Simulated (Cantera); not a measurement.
Standard-state values (1 bar) from the NASA 1993 polynomials, evaluated with Cantera. Values are per mole of reaction as written; species without (g) are pure solids or liquids, kept so even where they would boil at 1 bar.

2 NaCl(g) ⇌ 2 Na(g) + Cl2(g)

| T (K) | ΔH° (kJ) | ΔS° (J/K) | ΔG° (kJ) | log10 K |
|---|---|---|---|---|
| 775 | 579.1 | 74.4 | 521.5 | -35.15 |
| 925 | 579.6 | 74.9 | 510.3 | -28.82 |
| 1075 | 580.1 | 75.4 | 499.0 | -24.25 |
| 1225 | … | … | … | … |
| 1375 | 580.9 | 76.1 | 476.3 | -18.09 |
| 1525 | 581.3 | 76.4 | 464.8 | -15.92 |
| 1675 | 581.7 | 76.6 | 453.4 | -14.14 |
| 1825 | 582.1 | 76.8 | 441.8 | -12.65 |
| 1975 | 582.4 | 77.0 | 430.3 | -11.38 |
| 2125 | … | … | … | … |
| 2275 | 583.3 | 77.4 | 407.1 | -9.35 |

Q: Some entries are withheld; supply them.

A: 
- 1225, ΔH° (kJ): 580.5
- 1225, ΔS° (J/K): 75.8
- 1225, ΔG° (kJ): 487.7
- 1225, log10 K: -20.79
- 2125, ΔH° (kJ): 582.8
- 2125, ΔS° (J/K): 77.2
- 2125, ΔG° (kJ): 418.7
- 2125, log10 K: -10.29
